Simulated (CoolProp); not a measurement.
Hexamethyldisiloxane (MM) along the isotherm 195.25 °C: density (kg/m³) from the reference equation and from simpler models built on Tc = 245.6 °C, pc = 1.931 MPa, ω = 0.418; each cubic takes its own stable root.

Values from CoolProp's reference Helmholtz-energy equation of state, Thol 2016.

```json
[
 {"p (MPa)": "0.0153", "phase": "gas", "reference": "0.6405"},
 {"p (MPa)": "0.0289", "phase": "gas", "reference": "1.214"},
 {"p (MPa)": "0.0549", "phase": "gas", "reference": "2.323"},
 {"p (MPa)": "0.104", "phase": "gas", "reference": "4.461"},
 {"p (MPa)": "0.197", "phase": "gas", "reference": "8.685"},
 {"p (MPa)": "0.374", "phase": "gas", "reference": "17.48"},
 {"p (MPa)": "0.709", "phase": "gas", "reference": "38.32"},
 {"p (MPa)": "1.34", "phase": "liquid", "reference": "540.1"},
 {"p (MPa)": "2.55", "phase": "liquid", "reference": "553.7"},
 {"p (MPa)": "4.83", "phase": "liquid", "reference": "572.6"}
]
```

How far does each simpler model (Soave-Redlich-Kwong, Peng-Robinson) lie from the reference over these 10 states: mean and median of the absolute difference, and the worst?


- Soave-Redlich-Kwong: mean 3.1 %, median 0.4 %, worst -11.5 % at 195.25 °C and 1.34 MPa
- Peng-Robinson: mean 0.8 %, median 0.1 %, worst +4.6 % at 195.25 °C and 4.83 MPa
